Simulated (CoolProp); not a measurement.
A Linde-Hampson liquefier for oxygen: isothermal reversible compression at 250 K from 1 atm to 20 MPa, throttling to 1 atm, return gas leaving the recuperator 10 K below the feed. Each further row changes one setting.

The numbers come from the reference Helmholtz-energy equation of state, Schmidt 1985 in CoolProp.

| case | liquid yield per pass | compression work (kJ/kg of gas) |
|---|---|---|
| as stated | ___ | 329 |
| high pressure 40 MPa | ___ | ___ |
| warm-end temperature 280 K | 0.107 | ___ |
| warm-end gap 15 K | ___ | 329 |

### Question
Fill in the missing entries.

### Answer

- as stated, liquid yield per pass: 0.156
- high pressure 40 MPa, liquid yield per pass: 0.222
- high pressure 40 MPa, compression work (kJ/kg of gas): 369
- warm-end temperature 280 K, compression work (kJ/kg of gas): 375
- warm-end gap 15 K, liquid yield per pass: 0.145
